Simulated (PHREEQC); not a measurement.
Solution (20 °C): 0.0028 mol HF, 0.0178 mol (CH3)4NF and 2.2e-05 mol H4SiO4 per kg of water. Closed to the air; pH follows from the charge balance.

The numbers come from PHREEQC with the ion-association model, phreeqc.dat.

Precipitation was switched off in this run.

Problem. Order these F species by the share of F that they hold, largest first: HF, F-, SiF6-2, HF2-.

Solution. F- (86 %), HF (12 %), HF2- (1.5 %), SiF6-2 (0.64 %)

The pH is 3.94 and the ionic strength 0.0180 mol/kgw. Complexes and solids missing from the database can't appear. (CH3)4N+ isn't in the database: it is added as a free cation with an ion size of 4 Å. SiF6-2 is the database's only silicon fluoride.
